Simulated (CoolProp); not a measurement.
Saturated liquid density (kg/m³) of R143a: the reference equation beside estimates from Tc = 345.9 K, pc = 3.762 MPa, ω = 0.261. Rackett uses Z = 0.29056 − 0.08775 ω.

Values from CoolProp's reference Helmholtz-energy equation of state, Lemmon and Jacobsen 2000.

| T (K) | reference | Rackett | Redlich-Kwong | Soave-Redlich-Kwong |
|---|---|---|---|---|
| 274.6 | 1019 | 951.0 | 808.0 | 848.6 |
| 278.2 | 1007 | 939.4 | 795.2 | 835.8 |
| 281.8 | 994.0 | 927.4 | 782.1 | 822.5 |
| 285.3 | 981.1 | 915.4 | 768.9 | 809.1 |
| 288.9 | 967.5 | 902.8 | 754.9 | 794.8 |
| 292.5 | 953.4 | 889.8 | 740.4 | 779.9 |
| 296 | 939.2 | 876.7 | 725.9 | 764.8 |
| 299.6 | 924.0 | 862.7 | 710.4 | 748.7 |
| 303.2 | 908.2 | 848.2 | 694.2 | 731.8 |
| 306.7 | 892.1 | 833.4 | 677.9 | 714.6 |
| 310.3 | 874.7 | 817.6 | 660.4 | 695.9 |
| 313.9 | 856.3 | 800.8 | 642.0 | 676.2 |
| 317.5 | 836.7 | 783.1 | 622.6 | 655.3 |

Absolute difference from the reference over all 13 rows, mean and median: Rackett 6.6 and 6.7 %, Redlich-Kwong 22.9 and 22.7 %, Soave-Redlich-Kwong 18.8 and 18.6 %.
